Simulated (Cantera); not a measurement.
Reactions in the system Al-H-N

Standard-state values (1 bar) from the NASA 1993 polynomials, evaluated with Cantera. Values are per mole of reaction as written; species without (g) are pure solids or liquids, kept so even where they would boil at 1 bar.

AlN + 3 H(g) = Al + NH₃(g)

```tsv
T (K)	ΔH° (kJ)	ΔS° (J/K)	ΔG° (kJ)	log10 K
448	-387.1	-157.1	-316.7	36.92
473	-387.9	-159.0	-312.7	34.53
498	-388.8	-160.7	-308.7	32.38
523	-389.6	-162.4	-304.7	30.43
548	-390.5	-164.0	-300.6	28.65
573	-391.3	-165.5	-296.5	27.03
598	-392.1	-166.9	-292.3	25.54
623	-393.0	-168.2	-288.2	24.16
```
